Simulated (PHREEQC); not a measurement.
Consider water at 25 °C with 0.028 mol NaH2PO4 and 0.17 mol KOH per kg of water. Closed to the air; pH follows from the charge balance.

All values are PHREEQC results (ion-association model, wateq4f.dat), not measurements.

Precipitation was switched off in this run.

What pH, activity of water, ionic strength does the model give?

pH 12.90; activity of water 0.994; ionic strength 0.279 mol/kgw.

In which forms is P present?

PO4-3 94 %, HPO4-2 5.0 % of the P.

H3PO4, which wateq4f.dat lacks, is added to it with the constant of phreeqc.dat.
